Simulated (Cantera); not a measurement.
Charge: 1 mol Si2Cl6, 93 mol H2, at 5.55 Torr.

Cantera equilibrium calculation (NASA polynomials, part measured and part estimated; ideal gas, pure solids and liquids). Candidate condensed phases: Si; 19 gas species. The feed counts by its element totals alone. The tables' values for SiCl3, SiCl are old estimates; treat these amounts as uncertain. Kinetics and transport are ignored. All values below are at 1377 °C.

Base state: H2 0.945, HCl 0.0462, SiCl2 0.00804, H 0.00103, Cl 3.94e-5, Si 3.62e-5, SiCl3 3.42e-5, SiCl 3.38e-5 (mole fractions); condensed: Si(s).

Task: What changes in the equilibrium state with this change: H2 from 93 to 19 mol?

Result: 
| species | before | after |
|---|---|---|
| H2 | 0.945 | 0.800 |
| HCl | 0.0462 | 0.127 |
| SiCl2 | 0.00804 | 0.0714 |
| SiCl4 | 3.19e-7 | 2.52e-5 |
| SiCl3 | 3.42e-5 | 0.000905 |
| Si(s), mol | 1.22 | 0.404 |
